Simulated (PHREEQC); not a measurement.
Model water analysis in mmol/kgw, 30 °C, pH 4.04, pe 9.9:

```csv
constituent,mmol/kgw
Na,3.6
K,1.07
Ca,0.75
Mg,1.29
Cl,1.84
S(6),3.64
Cd,0.0812
Cu(2),0.00116
Al,0.00115
Mn(2),0.207
Pb,0.00321
```

Cl is adjusted to close the charge balance.
Valence states are taken as typed.

All values are PHREEQC results (ion-association model, wateq4f.dat), not measurements.

```json
{
 "ionic_strength": "0.0132 mol/kgw",
 "total_alkalinity": "-0.122 meq/kg"
}
```

```tsv
species	molality	activity	log γ
Na+	0.00357	0.00317	-0.050
SO4-2	0.00303	0.00192	-0.199
Cl-	0.00217	0.00193	-0.052
K+	0.00105	0.000936	-0.052
Mg+2	0.000972	0.000624	-0.193
Ca+2	0.000598	0.000380	-0.196
```

This is a speciation only: nothing precipitates in the calculation.
